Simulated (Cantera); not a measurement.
Source: NASA polynomial tables (part measured, part estimated), evaluated in Cantera. Values are per mole of reaction as written; species without (g) are pure solids or liquids, kept so even where they would boil at 1 bar.

2 NH3(g) + 3 BaF2 = 6 HF(g) + 3 Ba + N2(g)

```
T (K)  ΔH° (kJ)  ΔS° (J/K)  ΔG° (kJ)  log10 K
-----  --------  ---------  --------  -------
300      2082.2      746.9    1858.1  -323.51
500         ___        ___       ___      ___
550         ___        ___       ___      ___
600      2077.3      736.9    1635.2  -142.35
650         ___        ___       ___      ___
700      2074.2      732.0    1561.8  -116.54
750      2072.3      729.5    1525.2  -106.22
800      2070.3      726.8    1488.8   -97.21
850      2068.1      724.2    1452.5   -89.26
900      2065.7      721.4    1416.4   -82.20
950      2063.2      718.7    1380.4   -75.90
```

### Question
Complete the blanks.

### Answer

- 500, ΔH° (kJ): 2079.8
- 500, ΔS° (J/K): 741.3
- 500, ΔG° (kJ): 1709.1
- 500, log10 K: -178.55
- 550, ΔH° (kJ): 2078.6
- 550, ΔS° (J/K): 739.2
- 550, ΔG° (kJ): 1672.1
- 550, log10 K: -158.80
- 650, ΔH° (kJ): 2075.8
- 650, ΔS° (J/K): 734.5
- 650, ΔG° (kJ): 1598.4
- 650, log10 K: -128.45
